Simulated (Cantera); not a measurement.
Charge: 1 mol SiH₂Cl₂, a varied amount of NO, equilibrated at 850 K and 820 Pa.

Cantera equilibrium calculation (NASA polynomials, part measured and part estimated; ideal gas, pure solids and liquids). Candidate condensed phases: H₂O, NH₄Cl, Si, SiO₂, Si₂N₂O, Si₃N₄; 47 gas species. Kinetics and transport are ignored.

x: gas mole fraction; n: condensed amount in mol.

| n(NO) (mol) | x HCl | x N₂ | x O₂ | x H₂O | x Cl₂ | n SiO₂(β-quartz) |
|---|---|---|---|---|---|---|
| 2.3 | 0.505 | 0.359 | 0.0170 | 0.0596 | 0.0596 | 1.00 |
| 2.9 | 0.392 | 0.385 | 0.0848 | 0.0692 | 0.0692 | 1.00 |
| 3.8 | 0.304 | 0.408 | 0.162 | 0.0630 | 0.0630 | 1.00 |
| 4.8 | 0.245 | 0.425 | 0.221 | 0.0549 | 0.0548 | 1.00 |
| 6.2 | ___ | 0.440 | ___ | ___ | ___ | 1.00 |
| 8 | 0.152 | 0.453 | 0.321 | 0.0374 | 0.0373 | 1.00 |
| 10 | 0.123 | 0.462 | 0.354 | 0.0310 | 0.0309 | 1.00 |
| 13 | ___ | 0.470 | 0.385 | ___ | ___ | 1.00 |
| 17 | 0.0736 | 0.477 | 0.411 | 0.0193 | 0.0193 | 1.00 |
| 22 | 0.0572 | 0.482 | 0.430 | 0.0152 | 0.0152 | 1.00 |
| 28 | 0.0452 | 0.486 | 0.445 | 0.0121 | 0.0121 | 1.00 |

**Question.** What belongs in the gaps?

**Answer.** 
- 13, x HCl: 0.0954
- 13, x H₂O: 0.0246
- 13, x Cl₂: 0.0246
- 6.2, x HCl: 0.193
- 6.2, x O₂: 0.275
- 6.2, x H₂O: 0.0457
- 6.2, x Cl₂: 0.0457
